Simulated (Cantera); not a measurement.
Feed: 1 mol Fe2O3, 2.8 mol CH4, 0.26 mol N2, equilibrated at 1077 °C and 0.133 bar.

Equilibrium computed with Cantera from the NASA thermochemical tables; the gas is ideal and each condensed phase is pure. Candidate condensed phases: C, C6H6, C7H8, C8H18, Fe, Fe(CO)5, FeO, Fe(OH)2, Fe(OH)3, Fe2O3, Fe3O4, H2O; 140 gas species. Rates play no part.

Base state: H2 0.628, CO 0.319, N2 0.0300, H2O 0.0184, CO2 0.00474 (mole fractions); condensed: Fe(γ).

Problem. What changes in the equilibrium state with this change: CH4 from 2.8 to 5.3 mol?

Solution. 
```json
[
 {"species": "H2", "before": "0.628", "after": "0.764"},
 {"species": "CO", "before": "0.319", "after": "0.216"},
 {"species": "N2", "before": "0.0300", "after": "0.0187"},
 {"species": "H2O", "before": "0.0184", "after": "0.000126"},
 {"species": "CO2", "before": "0.00474", "after": "1.82e-5"},
 {"species": "CH4", "before": "2.53e-6", "after": "0.000449"},
 {"species": "HCN", "before": "3.73e-7", "after": "3.90e-5"},
 {"species": "Fe(γ), mol", "before": "2.00", "after": "2.00"},
 {"species": "C(graphite), mol", "before": "0", "after": "2.30"}
]
```
Condensed phases not in the tables: cementite and carbon dissolved in iron.
